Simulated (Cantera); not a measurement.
Cantera run:

```python
import numpy as np
import cantera as ct

gas_names = """
    H HNO HNO2 HNO3 HO2 H2 H2O H2O2 H2S H2SO4 N NH NH2 NH3 NH2OH NO NO2 NO3 N2 N2H2 N2H4 N2O O OH O2 O3
    S SH SN SO SO2 SO3 S2 S2O S8
""".split()
cond_names = """
    H2O(s) H2O(L) H2SO4(L) S(cr1) S(cr2) S(L)
""".split()


# ... load() reads the species with a 1 bar reference pressure and builds the phases ...
atoms = {
    'SO2': {'S': 1, 'O': 2},
    'H2O': {'H': 2, 'O': 1},
    'N2': {'N': 2},
}
top_T = {}  # K; cautious upper limits of use, not melting points


# ... equilibrate(T, P, feed) seeds the gas with the atoms and calls Mixture.equilibrate('TP', solver="vcs", rtol=1e-11, max_steps=5000) ...
results = []
feed = {'SO2': 1, 'H2O': 0.12, 'N2': 0.39}  # mol
P = 13332.2  # Pa
for T in [2023, 2098, 2173, 2248, 2323, 2398, 2473]:
    mix = equilibrate(T, P, feed)
    results.append((T, P, feed, dict(zip(mix.species_names, mix.species_moles))))
    x = sorted(zip(gas.X, gas.species_names), reverse=True)
    print(f"T = {T:g} K  P = {P:g} Pa  gas = {mix.phase_moles(0):.4g} mol")
    print("   x: " + "  ".join(f"{s} {v:.3e}" for v, s in x if v > 1e-06))
    print("   condensed (mol): " + ("  ".join(f"{mix.phase(i).name} {mix.phase_moles(i):.4g}"
          for i in range(1, mix.n_phases) if mix.phase_moles(i) > 1e-12) or "none"))
```

Result:

```
T = 2023 K  P = 13332.2 Pa  gas = 1.516 mol
   x: SO2 6.535e-01  N2 2.569e-01  H2O 7.716e-02  SO 5.927e-03  O2 3.037e-03  H2 1.314e-03  OH 1.153e-03  NO 5.599e-04  H 1.885e-04  O 1.203e-04  SO3 6.930e-05  S 1.771e-05  SH 4.775e-06  S2 3.070e-06  S2O 1.643e-06
   condensed (mol): none
T = 2098 K  P = 13332.2 Pa  gas = 1.52 mol
   x: SO2 6.488e-01  N2 2.562e-01  H2O 7.609e-02  SO 9.094e-03  O2 4.579e-03  H2 1.800e-03  OH 1.793e-03  NO 8.338e-04  H 3.576e-04  O 2.541e-04  SO3 6.931e-05  S 3.992e-05  SH 9.273e-06  S2 6.174e-06  S2O 2.738e-06
   condensed (mol): none
T = 2173 K  P = 13332.2 Pa  gas = 1.524 mol
   x: SO2 6.423e-01  N2 2.552e-01  H2O 7.464e-02  SO 1.352e-02  O2 6.693e-03  OH 2.694e-03  H2 2.402e-03  NO 1.206e-03  H 6.478e-04  O 5.094e-04  S 8.496e-05  SO3 6.903e-05  SH 1.714e-05  S2 1.180e-05  S2O 4.388e-06  H2S 1.154e-06
   condensed (mol): none
T = 2248 K  P = 13332.2 Pa  gas = 1.531 mol
   x: SO2 6.333e-01  N2 2.539e-01  H2O 7.271e-02  SO 1.950e-02  O2 9.510e-03  OH 3.920e-03  H2 3.125e-03  NO 1.697e-03  H 1.125e-03  O 9.735e-04  S 1.717e-04  SO3 6.838e-05  SH 3.025e-05  S2 2.155e-05  S2O 6.781e-06  H2S 1.716e-06
   condensed (mol): none
T = 2323 K  P = 13332.2 Pa  gas = 1.54 mol
   x: SO2 6.213e-01  N2 2.520e-01  H2O 7.021e-02  SO 2.737e-02  O2 1.316e-02  OH 5.532e-03  H2 3.962e-03  NO 2.329e-03  H 1.877e-03  O 1.781e-03  S 3.311e-04  SO3 6.728e-05  SH 5.116e-05  S2 3.770e-05  S2O 1.013e-05  H2S 2.461e-06
   condensed (mol): none
T = 2398 K  P = 13332.2 Pa  gas = 1.553 mol
   x: SO2 6.056e-01  N2 2.496e-01  H2O 6.703e-02  SO 3.743e-02  O2 1.774e-02  OH 7.578e-03  H2 4.897e-03  O 3.130e-03  NO 3.120e-03  H 3.020e-03  S 6.113e-04  SH 8.309e-05  SO3 6.561e-05  S2 6.341e-05  S2O 1.465e-05  H2S 3.408e-06
   condensed (mol): none
T = 2473 K  P = 13332.2 Pa  gas = 1.569 mol
   x: SO2 5.857e-01  N2 2.465e-01  H2O 6.311e-02  SO 4.992e-02  O2 2.333e-02  OH 1.008e-02  H2 5.896e-03  O 5.299e-03  H 4.689e-03  NO 4.085e-03  S 1.085e-03  SH 1.298e-04  S2 1.028e-04  SO3 6.329e-05  S2O 2.052e-05  H2S 4.554e-06  SN 1.513e-06  HO2 1.234e-06
   condensed (mol): none
```

Equilibrium computed with Cantera from the NASA thermochemical tables; the gas is ideal and each condensed phase is pure.
